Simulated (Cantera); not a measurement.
Diamond growth

A diamond (100) surface in a fixed gas of H2 with x(CH4) = 0.0023, x(H) = 0.00029, x(CH3) = 1.1e-05, 0.0158 atm; coverages are run to steady state.

Cantera simulation using the Harris–Goodwin 1993 mechanism for the reconstructed diamond (100) surface; the numbers are that mechanism's predictions, not measurements.

```csv
T (K),growth (µm/h),θ c6HH,θ c6H*,θ c6*H,θ c6**,θ c6HM
900,0.0454,0.673,0.0100,0.281,0.00379,0.0263
950,0.0433,0.638,0.0136,0.324,0.00550,0.0151
1000,0.0285,0.605,0.0177,0.362,0.00741,0.00610
1050,0.0150,0.574,0.0219,0.392,0.00930,0.00189
1100,0.00862,0.548,0.0261,0.414,0.0109,0.000539
1150,0.00655,0.529,0.0302,0.428,0.0122,0.000156
1200,0.00590,0.518,0.0339,0.435,0.0129,4.68e-5
1250,0.00486,0.515,0.0372,0.434,0.0132,1.45e-5
1300,0.00296,0.519,0.0400,0.428,0.0131,4.68e-6
1350,0.00134,0.528,0.0423,0.417,0.0126,1.64e-6
1400,0.000528,0.540,0.0441,0.404,0.0121,6.26e-7
```
θ: site fractions in the mechanism's names (c6HH fully hydrogenated, c6H* and c6*H radical sites, c6** diradical, c6HM methylated).
